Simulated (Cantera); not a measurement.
## Si + H₂O + H₂ (thermal oxidation and active oxidation of silicon)

Input: 1 mol Si, 0.064 mol H₂O, 5.6 mol H₂, at 1202 °C and 1.30 bar.

Method: chemical equilibrium by Gibbs-energy minimisation in Cantera with the NASA 1993 tables (ideal gas, pure condensed phases). Candidate condensed phases: H₂O, Si, SiO₂; 18 gas species. Mutual solubility and eutectic melting of coexisting phases are not modelled. The tables hold silica as quartz up to 1696 K and as liquid above; real silica turns to tridymite and cristobalite and melts near 1996 K. Rates play no part.

The x(H₂) is 1.000 and the x(SiO) is 0.000251. The x(H) is 1.14e-5. The x(H₂O) is 2.52e-6 and the x(SiH₄) is 1.29e-6. The x(SiH₂) comes out as 1.08e-6 and the n(Si(s)) is 0.967 mol. The n(SiO₂(β-quartz)) is 0.0313 mol and the gas amount comes out as 5.665 mol.
